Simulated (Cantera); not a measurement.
A Cantera script and what it prints.

```python
import numpy as np
import cantera as ct

gas_names = """
    CL CL2 H HCL H2 Si SiCL SiCL2 SiCL3 SiCL4 SiH SiHCL3 SiH2 SiH2CL2 SiH3 SiH3CL SiH4 Si2 Si3
""".split()
cond_names = """
    Si(cr) Si(L)
""".split()


# ... load() reads the species with a 1 bar reference pressure and builds the phases ...
atoms = {
    'SiCl4': {'Si': 1, 'CL': 4},
    'H2': {'H': 2},
}
top_T = {}  # K; cautious upper limits of use, not melting points


# ... equilibrate(T, P, feed) seeds the gas with the atoms and calls Mixture.equilibrate('TP', solver="vcs", rtol=1e-11, max_steps=5000) ...
results = []
feed = {'SiCl4': 1, 'H2': 6.2}  # mol
T = 500  # K
P = 100000  # Pa
mix = equilibrate(T, P, feed)
results.append((T, P, feed, dict(zip(mix.species_names, mix.species_moles))))
x = sorted(zip(gas.X, gas.species_names), reverse=True)
print(f"T = {T:g} K  P = {P:g} Pa  gas = {mix.phase_moles(0):.4g} mol")
print("   x: " + "  ".join(f"{s} {v:.3e}" for v, s in x if v > 0.001))
print("   condensed (mol): " + ("  ".join(f"{mix.phase(i).name} {mix.phase_moles(i):.4g}"
      for i in range(1, mix.n_phases) if mix.phase_moles(i) > 1e-12) or "none"))
```

Result:

```
T = 500 K  P = 100000 Pa  gas = 7.2 mol
   x: H2 8.607e-01  SiCL4 1.385e-01
   condensed (mol): none
```

Cantera equilibrium calculation (NASA polynomials, part measured and part estimated; ideal gas, pure solids and liquids).
